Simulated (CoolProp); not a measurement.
The fluid at 293.15 K and 13.7 MPa is throttled through a valve to 4.26 MPa with no heat exchange. The same conditions are run with several fluids, on thermodynamics alone (safety and materials aside).

Computed with CoolProp (reference Helmholtz-energy equation of state of each fluid (R407C: Lemmon 2003; R114: Platzer 1990; hexamethyldisiloxane (MM): Thol 2016; sulfur dioxide: Gao 2016; chlorine: Thol 2021)). The equations of Platzer and Polt are older, rougher fits. Blends and air are pseudo-pure fits.

```csv
fluid,temperature change (K),final density (kg/m³)
R407C,+0.8,___
R114,___,1480
hexamethyldisiloxane (MM),___,___
sulfur dioxide,+2.2,___
chlorine,+2.8,___
```

Some entries are withheld; supply them.


- R407C, final density (kg/m³): 1180
- R114, temperature change (K): +3.1
- hexamethyldisiloxane (MM), temperature change (K): +4.1
- hexamethyldisiloxane (MM), final density (kg/m³): 767
- sulfur dioxide, final density (kg/m³): 1380
- chlorine, final density (kg/m³): 1410
